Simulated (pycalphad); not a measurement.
An equivalent pycalphad script:

```python
from pycalphad import Database, equilibrium, calculate, variables as v
import numpy as np
db = Database('COST507.tdb')
comps = ['AL', 'SI', 'SN', 'VA']
phases = ['BCT_A5', 'DIAMOND_A4', 'FCC_A1', 'LIQUID']
eq = equilibrium(db, comps, phases, {v.X('SI'): 0.0332, v.X('SN'): 0.0056, v.T: np.arange(1850, 499, -50), v.P: 101325, v.N: 1}, output=['HM', 'SM'])
```

Computed with pycalphad from the COST 507 light-alloy database (1999), at 1 atm. The database dates from 1999; later assessments differ in places, in temperatures and in the compounds included. The system is extrapolated from its subsystems; higher-order compounds may be missing. Phase fractions are per mole of atoms.

Results at three of the temperatures:

```
T = 1550.00 K, P = 101325 Pa, N = 1 mol of atoms
G = -89133 J/mol, H = 49232 J/mol, S = 89.27 J/(mol K)  (SER reference)
chemical potentials (J/mol): Al -87795, Si -111553, Sn -185794
phase             fraction      x(Al)      x(Si)      x(Sn)
LIQUID              1.0000     0.9612     0.0332     0.0056
```

```
T = 1250.00 K, P = 101325 Pa, N = 1 mol of atoms
G = -63335 J/mol, H = 39757 J/mol, S = 82.47 J/(mol K)  (SER reference)
chemical potentials (J/mol): Al -62422, Si -77136, Sn -138165
phase             fraction      x(Al)      x(Si)      x(Sn)
LIQUID              1.0000     0.9612     0.0332     0.0056
```

```
T = 600.00 K, P = 101325 Pa, N = 1 mol of atoms
G = -19879 J/mol, H = 8013 J/mol, S = 46.49 J/(mol K)  (SER reference)
chemical potentials (J/mol): Al -19996, Si -13847, Sn -35647
phase             fraction      x(Al)      x(Si)      x(Sn)
FCC_A1              0.9619     0.9989   0.000896   0.000211
DIAMOND_A4          0.0323   1.14e-09     1.0000   2.83e-07
LIQUID              0.0057     0.0590    1.3e-05     0.9410
```

Changes of the phase set, refined by bisection:

| T (°C) | phases above | phases below |
|---|---|---|
| 635.8 | liquid | fcc + liquid |
| 567.5 | fcc + liquid | diamond (Si) + fcc + liquid |
| 229.2 | diamond (Si) + fcc + liquid | bct (Sn) + diamond (Si) + fcc |

FCC_A1 is fcc; DIAMOND_A4 is diamond (Si).
